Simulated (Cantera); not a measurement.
Cantera with NASA thermochemical tables; ideal gases at 1 bar, condensed phases pure. Values are per mole of reaction as written; species without (g) are pure solids or liquids, kept so even where they would boil at 1 bar.

H₂O₂(g) + 2 NbO₂ = H₂O(g) + Nb₂O₅

```csv
T (K),ΔH° (kJ),ΔS° (J/K),ΔG° (kJ),log10 K
1098,___,___,___,___
1123,-427.5,-27.6,-396.5,18.44
1148,-428.2,-28.2,-395.8,18.01
1173,-429.0,-28.9,-395.1,17.59
1198,___,___,___,___
1223,-429.9,-29.7,-393.6,16.81
1248,___,___,___,___
1273,-430.4,-30.0,-392.1,16.09
1298,-430.6,-30.2,-391.4,15.75
```

Task: What belongs in the gaps?

Result: 
- 1098, ΔH° (kJ): -426.8
- 1098, ΔS° (J/K): -26.9
- 1098, ΔG° (kJ): -397.2
- 1098, log10 K: 18.90
- 1198, ΔH° (kJ): -429.7
- 1198, ΔS° (J/K): -29.5
- 1198, ΔG° (kJ): -394.4
- 1198, log10 K: 17.19
- 1248, ΔH° (kJ): -430.2
- 1248, ΔS° (J/K): -29.9
- 1248, ΔG° (kJ): -392.9
- 1248, log10 K: 16.44
